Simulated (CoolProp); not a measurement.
Hydrogen chloride at 293.15 K and 1.13 MPa is throttled through a valve to 0.205 MPa with no heat exchange. Each further row changes one setting.

Values from CoolProp's reference Helmholtz-energy equation of state, Thol 2018.

```tsv
case	temperature change (K)	final density (kg/m³)
as stated	-16.0	3.29
outlet pressure 0.0615 MPa	-18.7	0.987
outlet pressure 0.267 MPa	-14.8	4.29
```
